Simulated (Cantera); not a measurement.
What does this Cantera script print?

```python
import numpy as np
import cantera as ct

gas = ct.Solution("h2o2.yaml")
gas.TPX = 400, 13332, {'H2': 1, 'O2': 0.877, 'N2': 2.19}
flame = ct.FreeFlame(gas, width=0.16)
flame.set_refine_criteria(ratio=3, slope=0.08, curve=0.16)
flame.transport_model = "mixture-averaged"
flame.solve(loglevel=0, auto=True)
z, T = flame.grid, flame.T
thick = (T[-1] - T[0]) / np.gradient(T, z).max()
show = ['H2', 'O2', 'H2O', 'H', 'H2O2', 'OH']
print(f"laminar burning velocity  {flame.velocity[0] * 100:.3f} cm/s")
print(f"burnt temperature         {T[-1]:.1f} K")
print(f"thermal thickness         {thick * 1e3:.4f} mm")
print(f"grid points               {len(z)}")
z0 = z[flame.heat_release_rate.argmax()]
print(f"{'z/mm':>9s}{'T/K':>9s}{'u/(m/s)':>9s}" + "".join(f"{s:>11s}" for s in show))
rows = []
for k in (-3, -2, -1.5, -1, -0.5, -0.25, 0, 0.25, 0.5, 1, 2, 4, 8):
    zz = z0 + k * thick
    rows.append([k * thick, np.interp(zz, z, T), np.interp(zz, z, flame.velocity),
                 *(np.interp(zz, z, flame.X[gas.species_index(s)]) for s in show)])
    print(f"{rows[-1][0] * 1e3:9.3f}{rows[-1][1]:9.1f}{rows[-1][2]:9.3f}" + "".join(f"{x:11.3e}" for x in rows[-1][3:]))
```

Result:

```
laminar burning velocity  273.931 cm/s
burnt temperature         2164.3 K
thermal thickness         4.6829 mm
grid points               129
     z/mm      T/K  u/(m/s)         H2         O2        H2O          H       H2O2         OH
  -14.049    400.0    2.739  2.459e-01  2.156e-01  8.027e-15  4.201e-18  9.839e-17  4.314e-18
   -9.366    400.0    2.739  2.459e-01  2.156e-01  1.468e-12  6.604e-16  8.787e-15  6.429e-16
   -7.024    400.0    2.739  2.459e-01  2.156e-01  7.589e-11  4.179e-14  5.893e-13  2.432e-14
   -4.683    400.0    2.739  2.458e-01  2.156e-01  1.530e-08  1.019e-10  1.732e-10  4.979e-12
   -2.341    407.5    2.779  2.424e-01  2.164e-01  2.312e-04  2.274e-05  3.573e-06  1.767e-05
   -1.171    622.6    4.141  2.079e-01  2.141e-01  1.761e-02  4.914e-03  1.619e-05  7.147e-04
    0.000   1050.1    6.746  1.015e-01  1.760e-01  1.066e-01  3.449e-02  1.399e-06  2.929e-03
    1.171   1338.7    8.525  2.878e-02  1.207e-01  1.973e-01  4.722e-02  1.544e-06  8.728e-03
    2.341   1474.6    9.336  2.022e-02  1.100e-01  2.148e-01  4.012e-02  1.003e-06  1.171e-02
    4.683   1620.2   10.169  1.859e-02  1.064e-01  2.243e-01  2.925e-02  5.271e-07  1.475e-02
    9.366   1770.4   10.999  1.596e-02  1.041e-01  2.347e-01  1.884e-02  2.610e-07  1.711e-02
   18.732   1907.4   11.732  1.218e-02  1.028e-01  2.455e-01  1.061e-02  1.442e-07  1.781e-02
   37.463   2026.3   12.352  7.907e-03  1.025e-01  2.561e-01  4.851e-03  9.038e-08  1.644e-02
```

Detailed kinetics in Cantera: the H2/O2 subset of GRI-Mech 3.0, which has no nitrogen chemistry. Burning velocities carry a grid error of a few per cent, more on coarse grids. Lean hydrogen flames are cellular in practice and burn faster than this planar one.
